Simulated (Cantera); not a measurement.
Input (Python, Cantera) and output of one run.

```python
import numpy as np
import cantera as ct

gas_names = [...]  # 109 gases of nasa_gas.yaml made of C, Cl, H, Si
cond_names = """
    C(gr) C6H6(L) C7H8(L) C8H18(L),n-octa Si(cr) Si(L) SiC(b)
""".split()


# ... load() reads the species with a 1 bar reference pressure and builds the phases ...
atoms = {
    '(CH3)2SiCl2': {'C': 2, 'H': 6, 'Si': 1, 'CL': 2},
    'HCl': {'H': 1, 'CL': 1},
    'H2': {'H': 2},
}
top_T = {'C(gr)': 4500, 'SiC(b)': 3050}  # K; cautious upper limits of use, not melting points


# ... equilibrate(T, P, feed) seeds the gas with the atoms and calls Mixture.equilibrate('TP', solver="vcs", rtol=1e-11, max_steps=5000) ...
results = []
feed = {'(CH3)2SiCl2': 1, 'HCl': 0.022, 'H2': 860}  # mol
T = 2500  # K
P = 2200  # Pa
mix = equilibrate(T, P, feed)
results.append((T, P, feed, dict(zip(mix.species_names, mix.species_moles))))
print(gas.report(threshold=1e-05))
for i in range(1, mix.n_phases):
    print(f"{mix.phase(i).name:16s} {mix.phase_moles(i):12.5e} mol")
```

It prints:

```
       temperature   2500 K
          pressure   2200 Pa
           density   0.00021028 kg/m^3
  mean mol. weight   1.9868 kg/kmol
   phase of matter   gas

                          1 kg             1 kmol
                     ---------------   ---------------
          enthalpy        5.0917e+07        1.0116e+08  J
   internal energy        4.0454e+07        8.0375e+07  J
           entropy        1.1392e+05        2.2634e+05  J/K
    Gibbs function       -2.3389e+08        -4.647e+08  J
 heat capacity c_p             16836             33450  J/K
 heat capacity c_v             12651             25136  J/K

                      mass frac. Y      mole frac. X     chem. pot. / RT
                     ---------------   ---------------   ---------------
               C2H        0.00016999        1.3494e-05            -20.82
    C2H2,acetylene          0.013318         0.0010162           -32.922
                CL         0.0044425        0.00024898           -29.491
                 H          0.078836           0.15539           -12.103
               HCL          0.034962         0.0019053           -41.593
                H2           0.85271           0.84035           -24.205
                Si          0.014051        0.00099403           -12.485
              SiC2        0.00075591        2.8822e-05           -21.202
               SiH        0.00052296        3.5713e-05           -24.587
     [ +100 minor]        0.00023529        1.6257e-05

C(gr)             0.00000e+00 mol
Si(L)             0.00000e+00 mol
SiC(b)            0.00000e+00 mol
```

Cantera equilibrium calculation (NASA polynomials, part measured and part estimated; ideal gas, pure solids and liquids). The feed counts by its element totals alone.
